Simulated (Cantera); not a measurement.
A Cantera script and its output.

```python
import numpy as np
import cantera as ct

gas = ct.Solution("gri30.yaml")
gas.TPX = 750, 101325, {'CH4': 1, 'CO': 0.21, 'O2': 1.65, 'N2': 6.22}
inlet = ct.Reservoir(gas, clone=True)
gas.equilibrate("HP")  # start burning
reactor = ct.IdealGasConstPressureReactor(gas, energy="on", clone=False)
exhaust = ct.Reservoir(gas, clone=True)
tau = [0.047, 0.024, 0.012, 0.0063, 0.0032, 0.0016, 0.00084, 0.00043, 0.00022, 0.00011, 5.7e-05, 2.9e-05][0]
for a, b in ((inlet, reactor), (reactor, exhaust)):
    ct.MassFlowController(a, b, mdot=lambda t: reactor.mass / tau)
net = ct.ReactorNet([reactor])
show = ['CH4', 'CO', 'O2', 'NO', 'C2H4', 'HO2']

rows = []
print(f"{'tau/s':>10s}{'T/K':>9s}" + "".join(f"{s:>11s}" for s in show))
for tau in [0.047, 0.024, 0.012, 0.0063, 0.0032, 0.0016, 0.00084, 0.00043, 0.00022, 0.00011, 5.7e-05, 2.9e-05]:
    net.initial_time = 0.0
    net.advance(30 * tau)
    before = gas.X
    net.advance(40 * tau)
    drift = np.max(np.abs(gas.X - before) / (gas.X + 1e-9))
    rows.append([gas.T, *gas[show].X, drift])
    print(f"{tau:10.3e}{gas.T:9.1f}" + "".join(f"{x:11.3e}" for x in gas[show].X))
```

Result:

```
     tau/s      T/K        CH4         CO         O2         NO       C2H4        HO2
 4.700e-02   2379.6  6.499e-06  6.605e-02  6.233e-04  7.230e-04  9.078e-10  2.025e-07
 2.400e-02   2370.9  1.050e-05  6.618e-02  8.108e-04  7.134e-04  2.288e-09  2.614e-07
 1.200e-02   2357.6  1.667e-05  6.640e-02  1.116e-03  6.906e-04  5.351e-09  3.561e-07
 6.300e-03   2340.8  2.534e-05  6.670e-02  1.536e-03  6.526e-04  1.107e-08  4.847e-07
 3.200e-03   2318.0  3.968e-05  6.714e-02  2.157e-03  5.923e-04  2.320e-08  6.726e-07
 1.600e-03   2289.3  6.441e-05  6.774e-02  3.017e-03  5.119e-04  5.044e-08  9.343e-07
 8.400e-04   2258.4  1.046e-04  6.848e-02  4.051e-03  4.285e-04  1.099e-07  1.262e-06
 4.300e-04   2223.6  1.813e-04  6.953e-02  5.433e-03  3.439e-04  2.725e-07  1.737e-06
 2.200e-04   2186.7  3.333e-04  7.114e-02  7.343e-03  2.676e-04  7.792e-07  2.497e-06
 1.100e-04   2143.5  6.837e-04  7.407e-02  1.057e-02  1.953e-04  2.862e-06  4.146e-06
 5.700e-05   2080.7  1.626e-03  7.966e-02  1.718e-02  1.187e-04  1.469e-05  9.344e-06
 2.900e-05    750.0  1.101e-01  2.313e-02  1.817e-01  6.792e-19  1.843e-17  3.041e-14
```

Cantera simulation using GRI-Mech 3.0 (53 species, 325 reactions); the numbers are that mechanism's predictions, not measurements.
